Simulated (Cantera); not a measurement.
Input: 1 mol SiCl4, 0.75 mol NO, 97 mol N2, equilibrated at 750 K and 27.0 mbar.

Method: chemical equilibrium by Gibbs-energy minimisation in Cantera with the NASA 1993 tables (ideal gas, pure condensed phases). Candidate condensed phases: Si, SiO2, Si2N2O, Si3N4; 23 gas species. The numbers say what is thermodynamically allowed, not how fast it happens.

Base state: N2 0.986, Cl2 0.00759, SiCl4 0.00633 (mole fractions); condensed: SiO2(α-quartz).

### Question
What changes in the equilibrium state with this change: temperature from 750 K to 1125 K?

### Answer
```csv
species,before,after
N2,0.986,0.986
Cl2,0.00759,0.00707
SiCl4,0.00633,0.00633
Cl,1.44e-6,0.00105
"SiO2(α-quartz), mol",0.375,0
"SiO2(β-quartz), mol",0,0.375
```

### Question
What changes in the equilibrium state with this change: SiCl4 replaced by SiH2Cl2?

### Answer
```csv
species,before,after
N2,0.986,0.980
HCl,0,0.0199
H2,0,0.000151
Cl2,0.00759,<1e-9
SiCl4,0.00633,7.56e-5
"SiO2(α-quartz), mol",0.375,0.169
"Si2N2O(s), mol",0,0.412
```
Further candidate phases: H2O, NH4Cl.
